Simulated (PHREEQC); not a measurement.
Make-up at 72 °C: 2.5 mmol/kgw Cu(BF4)2 and 43 mmol/kgw HCl. Closed to the air; pH follows from the charge balance.

All values are PHREEQC results (ion-association model, wateq4f.dat), not measurements.

This is a speciation only: nothing precipitates in the calculation.

Problem. Predict the pH.

Solution. pH 1.47.

Problem. In which forms is Cl present?

Solution. Cl- 98 %, CuCl+ 1.6 % of the Cl.

Constants without temperature data keep their 25 °C values here. Real BF4- forms and hydrolyses slowly; the run takes it at equilibrium.
